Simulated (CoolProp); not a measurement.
Saturation properties of n-perfluorobutane (Tc = 113.2 °C, pc = 23.22 bar, ω = 0.372).

Model: reference Helmholtz-energy equation of state, Gao 2022, in CoolProp.

```csv
T (°C),p (bar),liquid density (kg/m³),liquid cp (kJ/(kg K))
-7.95,0.7934,1617,1.097
0.75,[?],1586,1.108
9.35,1.566,1555,1.121
17.95,2.118,1523,1.134
26.65,2.817,1489,[?]
35.25,[?],1454,1.165
43.95,4.708,1417,1.184
52.55,[?],1378,1.206
```

Problem. Fill in the missing entries.

Solution. 
- 0.75, p (bar): 1.131
- 26.65, liquid cp (kJ/(kg K)): 1.149
- 35.25, p (bar): 3.666
- 52.55, p (bar): 5.943

It boils at -2.0 °C under 1 atm.
